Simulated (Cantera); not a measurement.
Feed: 1 mol HMDSO, 0.29 mol H2O, 0.26 mol H2, 2 mol O3, equilibrated at 1850 °C and 13.3 mbar.

Method: chemical equilibrium by Gibbs-energy minimisation in Cantera with the NASA 1993 tables (ideal gas, pure condensed phases). Candidate condensed phases: C, C6H6, C7H8, C8H18, H2O, Si, SiC, SiO2; 123 gas species. The feed counts by its element totals alone. Gases not in the tables: Si2H6 and higher silanes. Rates play no part.

Base state: H2 0.546, CO 0.332, SiO 0.0932, H 0.0230, Si 0.00516, Si2C 0.000230, SiH 0.000227, SiH2 4.53e-5 (mole fractions); condensed: SiC(s).

Q: What changes in the equilibrium state with this change: temperature from 1850 °C to 1750 °C?

A: 
| species | before | after |
|---|---|---|
| H2 | 0.546 | 0.557 |
| CO | 0.332 | 0.333 |
| SiO | 0.0932 | 0.0962 |
| H | 0.0230 | 0.0123 |
| Si | 0.00516 | 0.00138 |
| SiC2 | 1.59e-5 | 2.17e-6 |
| Si2 | 2.85e-5 | 4.90e-6 |
| Si2C | 0.000230 | 4.17e-5 |
| SiC(s), mol | 0.301 | 0.341 |

Q: What changes in the equilibrium state with this change: temperature from 1850 °C to 352 °C?

A: 
```tsv
species	before	after
H2	0.546	0.510
H2O	8.58e-7	0.259
CH4	2.58e-7	0.168
CO	0.332	0.00550
SiO	0.0932	<1e-9
H	0.0230	<1e-9
CO2	1.04e-7	0.0579
Si	0.00516	<1e-9
Si2C	0.000230	<1e-9
SiH	0.000227	<1e-9
SiH2	4.53e-5	<1e-9
SiC(s), mol	0.301	0
C(graphite), mol	0	4.00
SiO2(α-quartz), mol	0	2.00
```
